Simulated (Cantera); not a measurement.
What does this Cantera script print?

```python
import numpy as np
import cantera as ct

gas = ct.Solution("gri30.yaml")
gas.TPX = 625, 100000, {'CH4': 1, 'H2': 0.032, 'O2': 1.83, 'N2': 6.89}
inlet = ct.Reservoir(gas, clone=True)
gas.equilibrate("HP")  # start burning
reactor = ct.IdealGasConstPressureReactor(gas, energy="on", clone=False)
exhaust = ct.Reservoir(gas, clone=True)
tau = [0.29, 0.14, 0.063, 0.03, 0.014, 0.0065, 0.003, 0.0014, 0.00067, 0.00031, 0.00015, 6.9e-05][0]
for a, b in ((inlet, reactor), (reactor, exhaust)):
    ct.MassFlowController(a, b, mdot=lambda t: reactor.mass / tau)
net = ct.ReactorNet([reactor])
show = ['CH4', 'H2', 'O2', 'C2H6', 'HCO', 'OH', 'O']

rows = []
print(f"{'tau/s':>10s}{'T/K':>9s}" + "".join(f"{s:>11s}" for s in show))
for tau in [0.29, 0.14, 0.063, 0.03, 0.014, 0.0065, 0.003, 0.0014, 0.00067, 0.00031, 0.00015, 6.9e-05]:
    net.initial_time = 0.0
    net.advance(30 * tau)
    before = gas.X
    net.advance(40 * tau)
    drift = np.max(np.abs(gas.X - before) / (gas.X + 1e-9))
    rows.append([gas.T, *gas[show].X, drift])
    print(f"{tau:10.3e}{gas.T:9.1f}" + "".join(f"{x:11.3e}" for x in gas[show].X))
```

It prints:

```
     tau/s      T/K        CH4         H2         O2       C2H6        HCO         OH          O
 2.900e-01   2384.0  9.215e-07  1.410e-02  2.179e-03  1.233e-13  1.920e-08  4.436e-03  3.945e-04
 1.400e-01   2381.0  1.814e-06  1.420e-02  2.336e-03  4.765e-13  2.980e-08  4.581e-03  4.235e-04
 6.300e-02   2374.4  3.663e-06  1.443e-02  2.657e-03  1.929e-12  5.447e-08  4.869e-03  4.848e-04
 3.000e-02   2363.3  6.715e-06  1.482e-02  3.176e-03  6.401e-12  1.027e-07  5.305e-03  5.888e-04
 1.400e-02   2344.4  1.198e-05  1.549e-02  4.017e-03  1.988e-11  2.043e-07  5.954e-03  7.705e-04
 6.500e-03   2315.8  2.084e-05  1.651e-02  5.245e-03  5.784e-11  4.142e-07  6.796e-03  1.064e-03
 3.000e-03   2276.5  3.623e-05  1.789e-02  6.888e-03  1.656e-10  8.467e-07  7.756e-03  1.505e-03
 1.400e-03   2228.4  6.371e-05  1.952e-02  8.858e-03  4.827e-10  1.711e-06  8.674e-03  2.087e-03
 6.700e-04   2175.6  1.142e-04  2.119e-02  1.105e-02  1.472e-09  3.380e-06  9.378e-03  2.746e-03
 3.100e-04   2117.1  2.227e-04  2.285e-02  1.370e-02  5.429e-09  6.934e-06  9.763e-03  3.416e-03
 1.500e-04   2060.8  4.508e-04  2.422e-02  1.695e-02  2.275e-08  1.388e-05  9.623e-03  3.828e-03
 6.900e-05   1992.5  1.121e-03  2.567e-02  2.301e-02  1.665e-07  3.048e-05  8.466e-03  3.619e-03
```

Computed with Cantera and GRI-Mech 3.0 (53 species, 325 reactions).
